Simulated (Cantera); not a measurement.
A perfectly stirred reactor is fed with CH₄ : H₂O = 1 : 1.1 (molar parts), at 100000 Pa; it is held at 1275 K, and followed from long to short residence time.

Computed with Cantera and GRI-Mech 3.0 (53 species, 325 reactions).

Question: What does this change do: temperature 1275 to 1475 K?

Answer: 
| quantity | before | after |
|---|---|---|
| x(CH₄) at τ = 0.380 s | 0.475 | 0.312 |
| x(H₂O) at τ = 0.380 s | 0.524 | 0.463 |
| x(CH₂O) at τ = 0.380 s | 1.93e-7 | 1.70e-6 |
| x(CH₂CO) at τ = 0.380 s | 1.48e-8 | 2.29e-5 |
| x(O) at τ = 0.380 s | <1e-12 | 1.74e-12 |
| x(CH₄) at τ = 9.80 ms | 0.476 | 0.468 |
| x(H₂O) at τ = 9.80 ms | 0.524 | 0.522 |
| x(CH₂O) at τ = 9.80 ms | 2.94e-9 | 2.74e-6 |
| x(CH₂CO) at τ = 9.80 ms | <1e-12 | 2.71e-7 |
| x(O) at τ = 9.80 ms | <1e-12 | 4.09e-12 |
